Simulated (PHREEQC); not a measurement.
A solution holds 49 mmol/kgw Cu(NO3)2, 0.81 mmol/kgw H2SO4 and 1.4 mmol/kgw Na2SO4, at 85 °C. Closed to the air; pH follows from the charge balance.

Model: ion-association model, phreeqc.dat, run in PHREEQC.

Problem. The ionic strength comes out as 0.149 mol/kgw. What activity coefficients do NaSO4-, Cu2(OH)2+2, Cu+2, H+, SO4-2 get?

Solution. NaSO4- 0.74, Cu2(OH)2+2 0.29, Cu+2 0.32, H+ 0.79, SO4-2 0.29.

Precipitation was switched off in this run. Species that the database lacks are ignored. Away from 25 °C the constants follow the database's enthalpies or fits; those with neither stay at their 25 °C values.
